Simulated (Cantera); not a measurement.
Feed: 1 mol C2F6, 0.31 mol HCl, 3.7 mol H2, held at 2798.15 K and 12.0 Pa.

Cantera equilibrium calculation (NASA polynomials, part measured and part estimated; ideal gas, pure solids and liquids). Candidate condensed phases: C, C6H6, C7H8, C8H18; 118 gas species. The feed counts by its element totals alone. Equilibrium is a limit: real reactors are often held back by kinetics, nucleation or transport.

Task: What is the equilibrium state?

Result: 
| Item | Result |
|---|---|
| x(H) | 0.359 |
| x(HF) | 0.319 |
| x(F) | 0.205 |
| x(C3) | 0.0412 |
| x(C) | 0.0292 |
| x(Cl) | 0.0273 |
| x(CF) | 0.00818 |
| x(C2) | 0.00740 |
| x(H2) | 0.00234 |
| gas amount | 11.27 mol |
| log10 activity of C(graphite) (absent) | -0.27 |
